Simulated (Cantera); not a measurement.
## Premixed flame

A freely propagating, adiabatic, planar premixed flame of 39.0 % H2, 12.2 % O2, 45.7 % N2, 3.12 % H2O, equivalence ratio 1.6, unburnt at 525 K and 100.0 Torr; mixture-averaged transport, grid criteria slope 0.08 and curve 0.16, no radiation.

Model: the H2/O2 subset of GRI-Mech 3.0, which has no nitrogen chemistry, integrated in Cantera. Burning velocities carry a grid error of a few per cent, more on coarse grids.

```tsv
z (mm)	T (K)	u (m/s)	x H2	x O2	x H2O	x H2O2	x OH	x HO2
-17.4	525	5.42	0.390	0.122	0.0312	<1e-8	<1e-8	<1e-8
-11.6	525	5.42	0.390	0.122	0.0312	<1e-8	<1e-8	<1e-8
-8.71	525	5.42	0.390	0.122	0.0312	<1e-8	<1e-8	<1e-8
-5.81	525	5.42	0.390	0.122	0.0312	<1e-8	<1e-8	1.85e-7
-2.90	533	5.50	0.389	0.122	0.0317	1.01e-6	3.19e-5	6.95e-5
-1.45	688	7.00	0.364	0.117	0.0451	1.67e-6	0.000346	4.19e-5
0	1089	10.8	0.228	0.0713	0.143	3.86e-7	0.00223	1.38e-5
1.45	1345	13.2	0.123	0.0132	0.254	4.09e-7	0.00501	2.36e-6
2.90	1445	14.1	0.117	0.00630	0.268	3.68e-7	0.00618	1.03e-6
5.81	1558	15.0	0.123	0.00511	0.272	2.85e-7	0.00747	7.32e-7
11.6	1688	16.1	0.131	0.00409	0.276	1.75e-7	0.00862	5.23e-7
23.2	1823	17.2	0.139	0.00297	0.282	9.43e-8	0.00919	3.53e-7
46.5	1954	18.3	0.145	0.00192	0.289	4.88e-8	0.00889	2.28e-7
```
x: mole fraction of selected species; z is measured from the peak of heat release.

```json
{
 "laminar_burning_velocity": "542 cm/s",
 "thermal_thickness": "5.81 mm",
 "peak x(H2O2)": "2.28e-6",
 "peak x(OH)": "0.00919",
 "peak x(HO2)": "7.17e-5",
 "grid_points": "146"
}
```
